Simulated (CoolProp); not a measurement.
Model: reference Helmholtz-energy equation of state, Lemmon 2006, in CoolProp. It is a short technical equation, of lower accuracy than the large ones.

### Question
Give the vapour pressure (MPa), vapour density (kg/m³), liquid cp (kJ/(kg K)), liquid conductivity (mW/(m K)) of saturated isopentane at 225.2, 270.8 K.

### Answer
```csv
T (K),p (MPa),vapour density (kg/m³),liquid cp (kJ/(kg K)),liquid conductivity (mW/(m K))
225.2,0.00256,0.0989,1.94,127
270.8,0.0312,1.02,2.14,110
```

Thermal conductivity comes from a separate model (Vassiliou 2015).
